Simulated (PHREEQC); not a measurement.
Solution (50 °C): 0.0023 mol/kgw HF and 0.05 mol/kgw (CH3)4NF. Closed to the air; pH follows from the charge balance.

The numbers come from PHREEQC with the ion-association model, phreeqc.dat.

No solid was allowed to form.

Problem. Order these F species by the share of F that they hold, largest first: F-, HF, HF2-.

Solution. F- (95 %), HF (3.6 %), HF2- (1.5 %)

The pH is 4.70 and the ionic strength 0.0500 mol/kgw. (CH3)4N+ isn't in the database: it is added as a free cation with an ion size of 4 Å. Constants without temperature data keep their 25 °C values here.
